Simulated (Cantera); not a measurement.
Feed: 1 mol MgO, 0.071 mol C, 0.12 mol H2, at 2273 K and 3.80 bar.

Cantera equilibrium calculation (NASA polynomials, part measured and part estimated; ideal gas, pure solids and liquids). Candidate condensed phases: C, C6H6, C7H8, C8H18, H2O, Mg, MgCO3, MgO, Mg(OH)2; 116 gas species. The tables' values for MgH are old estimates; treat these amounts as uncertain. The numbers say what is thermodynamically allowed, not how fast it happens.

### Question
What is the equilibrium state?

### Answer
| Quantity | Value |
|---|---|
| x(H2) | 0.454 |
| x(CO) | 0.271 |
| x(Mg) | 0.265 |
| x(MgH) | 0.00627 |
| x(H) | 0.00290 |
| x(H2O) | 0.000209 |
| x(MgOH) | 6.68e-5 |
| x(Mg2) | 2.46e-5 |
| x(CO2) | 2.26e-5 |
| n(MgO(s)) | 0.929 mol |
| gas amount | 0.2616 mol |
| log10 activity of C(graphite) (absent) | -0.99 |
| log10 activity of Mg(l) (absent) | -1.88 |
